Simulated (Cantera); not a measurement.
# Catalytic stagnation flow on Pt

A jet of 3.90 % H2, 17.0 % O2, 79.1 % N2, equivalence ratio 0.11 at 300 K and 0.257 atm hits a platinum plate 3.9 cm away at a mass flux of 0.094 kg/m²/s; the plate temperature is set and raised in steps from an oxygen-covered start.

Model: Deutschmann's 1995 Pt surface mechanism with GRI-Mech 3.0 gas chemistry, integrated in Cantera. Catalytic surfaces can have several steady states; this one follows from the mechanism file's or the stated starting coverage.

```json
[
 {"plate T (K)": "700", "wall x H2": "0.00283", "wall x O2": "0.131", "wall x H2O": "0.0699", "wall x OH": "<1e-8", "θ free Pt": "0.0413", "θ O*": "0.953", "θ OH*": "0.00527"},
 {"plate T (K)": "750", "wall x H2": "0.00251", "wall x O2": "0.131", "wall x H2O": "0.0701", "wall x OH": "<1e-8", "θ free Pt": "0.0488", "θ O*": "0.947", "θ OH*": "0.00415"},
 {"plate T (K)": "800", "wall x H2": "0.00190", "wall x O2": "0.131", "wall x H2O": "0.0708", "wall x OH": "<1e-8", "θ free Pt": "0.0678", "θ O*": "0.929", "θ OH*": "0.00366"},
 {"plate T (K)": "850", "wall x H2": "0.00133", "wall x O2": "0.130", "wall x H2O": "0.0715", "wall x OH": "1.33e-8", "θ free Pt": "0.101", "θ O*": "0.896", "θ OH*": "0.00342"},
 {"plate T (K)": "900", "wall x H2": "0.000965", "wall x O2": "0.130", "wall x H2O": "0.0719", "wall x OH": "4.07e-8", "θ free Pt": "0.146", "θ O*": "0.851", "θ OH*": "0.00320"},
 {"plate T (K)": "950", "wall x H2": "0.000735", "wall x O2": "0.130", "wall x H2O": "0.0720", "wall x OH": "1.10e-7", "θ free Pt": "0.199", "θ O*": "0.798", "θ OH*": "0.00296"},
 {"plate T (K)": "1000", "wall x H2": "0.000589", "wall x O2": "0.130", "wall x H2O": "0.0720", "wall x OH": "2.72e-7", "θ free Pt": "0.257", "θ O*": "0.741", "θ OH*": "0.00269"}
]
```
x: mole fraction at the wall; θ: surface coverage.
